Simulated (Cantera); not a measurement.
# Thermodynamics of abatement and gas-phase synthesis, feed SF₆ + H₂

A closed system holds: 1 mol SF₆, a varied amount of H₂, equilibrated at 2373.15 K and 0.210 bar.

Equilibrium computed with Cantera from the NASA thermochemical tables; the gas is ideal and each condensed phase is pure. Candidate condensed phases: S; 24 gas species. The tables' values for SF₃, S₂F₂ (SSF₂), FS₂F (FSSF) are old estimates; treat these amounts as uncertain. Rates play no part.

```tsv
n(H₂) (mol)	log p F	log p HF	log p SF₂	log p S₂	log p SF
0.44	-0.87	-1.45	-1.52	-3.17	-2.25
0.51	-0.89	-1.39	-1.53	-3.11	-2.24
0.59	-0.91	-1.32	-1.54	-3.05	-2.23
0.68	-0.93	-1.27	-1.55	-2.98	-2.21
0.79	-0.96	-1.20	-1.57	-2.89	-2.20
0.92	-1.00	-1.14	-1.59	-2.78	-2.18
1.1	-1.05	-1.07	-1.63	-2.64	-2.17
1.2	-1.08	-1.03	-1.65	-2.57	-2.16
1.4	-1.15	-0.98	-1.71	-2.43	-2.16
1.6	-1.22	-0.93	-1.79	-2.31	-2.17
1.9	-1.33	-0.87	-1.94	-2.16	-2.20
```
log p: log10 of the partial pressure in bar; nothing condenses.

From 0.44 mol H₂ to 1.9 mol H₂ nothing is condensed.
